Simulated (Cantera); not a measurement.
## Ignition delay

Mixture: CO : H2 : CH4 : O2 : N2 = 1 : 0.4 : 0.44 : 3.36 : 12.6 (molar parts), at 15.0 bar, adiabatic and at constant pressure. Ignition delay is the time to a rise of 400 K.

Computed with Cantera and GRI-Mech 3.0 (53 species, 325 reactions). The pressure lies above the range GRI-Mech 3.0 was tuned for (to about 10 atm).

```csv
T0 (K),delay (ms)
1225,0.150
1300,0.0638
1375,0.0321
1450,0.0182
1525,0.0111
1600,0.00729
1675,0.00504
```

The apparent activation energy between 1525 and 1675 K is 110 kJ/mol.
